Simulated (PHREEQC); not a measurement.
Phosphoric acid bath

Consider water at 25 °C with 0.059 mol/kgw H3PO4 and 0.00014 mol/kgw HF. Closed to the air; pH follows from the charge balance.

Computed with PHREEQC (ion-association model, phreeqc.dat).

This is a speciation only: nothing precipitates in the calculation.

**Question.** Predict the pH.

**Answer.** pH 1.78.

**Question.** In which forms is F present?

**Answer.** HF 96 %, F- 4.4 % of the F.
